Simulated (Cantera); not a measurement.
Input (Python, Cantera):

```python
import numpy as np
import cantera as ct

gas = ct.Solution("gri30.yaml")
gas.TPX = 600, 250000, {'CH4': 1, 'O2': 1.54, 'N2': 7.4}
flame = ct.FreeFlame(gas, width=0.021)
flame.set_refine_criteria(ratio=3, slope=0.08, curve=0.16)
flame.transport_model = "mixture-averaged"
flame.solve(loglevel=0, auto=True)
z, T = flame.grid, flame.T
thick = (T[-1] - T[0]) / np.gradient(T, z).max()
show = ['CH4', 'O2', 'CH3', 'H2O2', 'C2H2', 'C2H']
print(f"laminar burning velocity  {flame.velocity[0] * 100:.3f} cm/s")
print(f"burnt temperature         {T[-1]:.1f} K")
print(f"thermal thickness         {thick * 1e3:.4f} mm")
print(f"grid points               {len(z)}")
z0 = z[flame.heat_release_rate.argmax()]
print(f"{'z/mm':>9s}{'T/K':>9s}{'u/(m/s)':>9s}" + "".join(f"{s:>11s}" for s in show))
rows = []
for k in (-3, -2, -1.5, -1, -0.5, -0.25, 0, 0.25, 0.5, 1, 2, 4, 8):
    zz = z0 + k * thick
    rows.append([k * thick, np.interp(zz, z, T), np.interp(zz, z, flame.velocity),
                 *(np.interp(zz, z, flame.X[gas.species_index(s)]) for s in show)])
    print(f"{rows[-1][0] * 1e3:9.3f}{rows[-1][1]:9.1f}{rows[-1][2]:9.3f}" + "".join(f"{x:11.3e}" for x in rows[-1][3:]))
```

It prints:

```
laminar burning velocity  33.479 cm/s
burnt temperature         2056.4 K
thermal thickness         0.3635 mm
grid points               139
     z/mm      T/K  u/(m/s)        CH4         O2        CH3       H2O2       C2H2        C2H
   -1.090    601.2    0.337  1.001e-01  1.543e-01  9.287e-09  4.775e-08  1.072e-07  7.782e-24
   -0.727    609.7    0.343  9.902e-02  1.532e-01  8.173e-08  4.277e-07  1.295e-06  7.294e-21
   -0.545    637.5    0.360  9.652e-02  1.507e-01  3.956e-07  1.791e-06  7.045e-06  1.260e-18
   -0.363    762.8    0.435  8.702e-02  1.400e-01  4.580e-06  7.967e-06  4.877e-05  2.718e-15
   -0.182   1177.4    0.682  5.645e-02  1.002e-01  1.803e-04  1.520e-05  2.827e-04  6.914e-11
   -0.091   1522.6    0.890  3.013e-02  6.230e-02  1.024e-03  3.620e-06  6.182e-04  1.134e-08
    0.000   1837.1    1.080  7.769e-03  2.387e-02  1.730e-03  1.004e-06  1.081e-03  3.798e-07
    0.091   1975.9    1.162  1.032e-03  5.763e-03  5.596e-04  2.176e-07  5.737e-04  6.271e-07
    0.182   2011.9    1.181  1.475e-04  1.287e-03  1.038e-04  6.823e-08  1.720e-04  2.326e-07
    0.363   2028.8    1.188  7.762e-06  1.418e-04  5.599e-06  2.789e-08  2.024e-05  2.466e-08
    0.727   2039.9    1.194  2.712e-07  4.010e-05  1.655e-07  1.457e-08  1.061e-06  9.466e-10
    1.454   2048.3    1.198  1.282e-08  1.528e-05  5.562e-09  6.226e-09  4.376e-08  2.534e-11
    2.908   2053.7    1.201  8.183e-10  4.862e-06  2.151e-10  2.139e-09  1.945e-09  6.329e-13
```

Cantera simulation using GRI-Mech 3.0 (53 species, 325 reactions); the numbers are that mechanism's predictions, not measurements. Burning velocities carry a grid error of a few per cent, more on coarse grids.
